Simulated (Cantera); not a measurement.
An adiabatic, constant-pressure homogeneous reactor starts with H₂ : O₂ : N₂ = 1 : 0.217 : 0.817 (molar parts), equivalence ratio 2.3, at 1500 K and 4.93 atm. Integrator tolerance rtol = 1e-08.

Computed with Cantera and the H2/O2 subset of GRI-Mech 3.0, which has no nitrogen chemistry. The hydrogen kinetics of GRI-Mech 3.0 are dated; newer H2 mechanisms differ, most at raised pressure.

### Question
What does this change do: pressure from 4.93 atm to 0.247 atm?

### Answer
```csv
quantity,before,after
time of steepest temperature rise,3.09 µs,58.4 µs
temperature at 1.00 s,2834 K,2641 K
equilibrium temperature,2834 K,2641 K
x(H₂) at 1.00 s,0.299 (gas-phase equilibrium 0.299),0.284 (gas-phase equilibrium 0.284)
x(O₂) at 1.00 s,7.41e-5 (gas-phase equilibrium 7.41e-5),0.000317 (gas-phase equilibrium 0.000317)
x(H) at 1.00 s,0.0227 (gas-phase equilibrium 0.0227),0.0486 (gas-phase equilibrium 0.0486)
x(H₂O) at 1.00 s,0.230 (gas-phase equilibrium 0.230),0.221 (gas-phase equilibrium 0.221)
x(O) at 1.00 s,0.000240 (gas-phase equilibrium 0.000240),0.00100 (gas-phase equilibrium 0.00100)
x(H₂O₂) at 1.00 s,5.89e-8 (gas-phase equilibrium 5.89e-8),1.85e-8 (gas-phase equilibrium 1.85e-8)
x(OH) at 1.00 s,0.00506 (gas-phase equilibrium 0.00506),0.00912 (gas-phase equilibrium 0.00912)
```
